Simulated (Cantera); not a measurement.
What does this Cantera script print?

```python
import numpy as np
import cantera as ct

gas_names = """
    H H2 H2S N NH NH2 NH3 N2 N2H2 N2H4 Ni NiS S SH SN S2 S8
""".split()
cond_names = """
    Ni(cr) Ni(L) NiS(b) NiS(a) NiS(L) NiS2(s) NiS2(L) Ni3S2(I) Ni3S2(II) Ni3S2(L) Ni3S4(s) S(cr1) S(cr2)
    S(L)
""".split()


# ... load() reads the species with a 1 bar reference pressure and builds the phases ...
atoms = {
    'NiS': {'Ni': 1, 'S': 1},
    'H2': {'H': 2},
    'N2': {'N': 2},
}
top_T = {'Ni3S4(s)': 620}  # K; cautious upper limits of use, not melting points


# ... equilibrate(T, P, feed) seeds the gas with the atoms and calls Mixture.equilibrate('TP', solver="vcs", rtol=1e-11, max_steps=5000) ...
results = []
feed = {'NiS': 1, 'H2': 61, 'N2': 50}  # mol
T = 1700  # K
P = 10000  # Pa
mix = equilibrate(T, P, feed)
results.append((T, P, feed, dict(zip(mix.species_names, mix.species_moles))))
x = sorted(zip(gas.X, gas.species_names), reverse=True)
print(f"T = {T:g} K  P = {P:g} Pa  gas = {mix.phase_moles(0):.4g} mol")
print("   x: " + "  ".join(f"{s} {v:.3e}" for v, s in x if v > 0.0001))
print("   condensed (mol): " + ("  ".join(f"{mix.phase(i).name} {mix.phase_moles(i):.4g}"
      for i in range(1, mix.n_phases) if mix.phase_moles(i) > 1e-12) or "none"))
```

Output:

```
T = 1700 K  P = 10000 Pa  gas = 111.1 mol
   x: H2 5.414e-01  N2 4.499e-01  H2S 6.948e-03  S2 6.902e-04  SH 6.303e-04  H 3.429e-04
   condensed (mol): Ni(cr) 0.9956
```

These are equilibrium values from Cantera (NASA tables, ideal gas, pure condensed phases), not measurements of a reactor.
